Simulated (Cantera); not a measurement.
A closed system holds: 1 mol MgO, 0.1 mol SO₃, 0.11 mol O₂, equilibrated at 10000 Pa.

Method: chemical equilibrium by Gibbs-energy minimisation in Cantera with the NASA 1993 tables (ideal gas, pure condensed phases). Candidate condensed phases: Mg, MgO, MgS, MgSO₄, S; 14 gas species. Mutual solubility and eutectic melting of coexisting phases are not modelled. The numbers say what is thermodynamically allowed, not how fast it happens.

x: gas mole fraction; n: condensed amount in mol.

| T (°C) | x O₂ | x SO₂ | x SO₃ | x O | n MgO(s) | n MgSO₄(s) |
|---|---|---|---|---|---|---|
| 552 | 1.00 | 5.84e-9 | 4.07e-8 | <1e-12 | 0.900 | 0.100 |
| 627 | 1.000 | 5.82e-7 | 1.23e-6 | … | 0.900 | 0.1000 |
| 702 | 1.000 | 2.80e-5 | 2.16e-5 | … | 0.900 | 0.1000 |
| 777 | 0.999 | 0.000762 | 0.000249 | … | 0.900 | 0.0999 |
| 852 | 0.985 | 0.0132 | 0.00204 | … | 0.902 | 0.0983 |
| 927 | 0.815 | 0.172 | 0.0126 | … | 0.928 | 0.0721 |
| 1002 | 0.613 | 0.374 | 0.0135 | … | 1.00 | 0 |
| 1077 | 0.614 | 0.378 | 0.00822 | … | 1.00 | 0 |
| 1152 | 0.614 | 0.380 | 0.00528 | … | 1.00 | 0 |
| 1227 | 0.615 | 0.382 | 0.00354 | … | 1.00 | 0 |
| 1302 | 0.615 | 0.383 | 0.00246 | … | 1.00 | 0 |

Task: Complete the blanks.

Result: 
- 627, x O: 1.70e-11
- 702, x O: 2.28e-10
- 777, x O: 2.11e-9
- 852, x O: 1.45e-8
- 927, x O: 7.16e-8
- 1002, x O: 2.76e-7
- 1077, x O: 1.05e-6
- 1152, x O: 3.44e-6
- 1227, x O: 1.01e-5
- 1302, x O: 2.65e-5
